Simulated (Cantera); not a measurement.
**Reactions in the system C-Cu-F**

Cantera with NASA thermochemical tables; ideal gases at 1 bar, condensed phases pure. Values are per mole of reaction as written; species without (g) are pure solids or liquids, kept so even where they would boil at 1 bar. The tables' values for C2F4 are old estimates.

2 CF4(g) + 2 Cu → 2 CuF2(g) + C2F4(g)

| T (K) | ΔH° (kJ) | ΔS° (J/K) | ΔG° (kJ) | log10 K | condensed phases |
|---|---|---|---|---|---|
| 300 | 673.8 | 245.1 | 600.3 | -104.51 | Cu(s) |
| 523 | 673.5 | 244.6 | 545.5 | -54.48 | Cu(s) |
| 673 | 671.9 | 242.1 | 509.0 | -39.51 | Cu(s) |
| 823 | 669.7 | 239.1 | 472.9 | -30.02 | Cu(s) |
| 973 | 666.9 | 236.0 | 437.3 | -23.48 | Cu(s) |
| 1123 | 663.7 | 232.9 | 402.1 | -18.70 | Cu(s) |
| 1273 | 659.9 | 229.7 | 367.4 | -15.08 | Cu(s) |
| 1423 | 629.2 | 207.1 | 334.5 | -12.28 | Cu(l) |
| 1573 | 624.6 | 204.1 | 303.7 | -10.08 | Cu(l) |
| 1723 | 620.1 | 201.3 | 273.3 | -8.28 | Cu(l) |

2 Cu + C2F4(g) → 2 C + 2 CuF2

```
T (K)  ΔH° (kJ)  ΔS° (J/K)  ΔG° (kJ)  log10 K             condensed phases
-----  --------  ---------  --------  -------  ---------------------------
300      -419.2     -199.9    -359.3    62.55  Cu(s), C(graphite), CuF2(s)
523      -413.3     -185.5    -316.3    31.59  Cu(s), C(graphite), CuF2(s)
673      -407.7     -176.2    -289.2    22.44  Cu(s), C(graphite), CuF2(s)
823      -401.4     -167.6    -263.4    16.72  Cu(s), C(graphite), CuF2(s)
973      -394.7     -160.2    -238.8    12.82  Cu(s), C(graphite), CuF2(s)
1123     -277.0      -53.7    -216.7    10.08  Cu(s), C(graphite), CuF2(l)
1273     -267.8      -46.0    -209.2     8.59  Cu(s), C(graphite), CuF2(l)
1423     -285.5      -59.0    -201.6     7.40  Cu(l), C(graphite), CuF2(l)
1573     -277.1      -53.4    -193.1     6.41  Cu(l), C(graphite), CuF2(l)
1723     -268.7      -48.3    -185.5     5.62  Cu(l), C(graphite), CuF2(l)
```
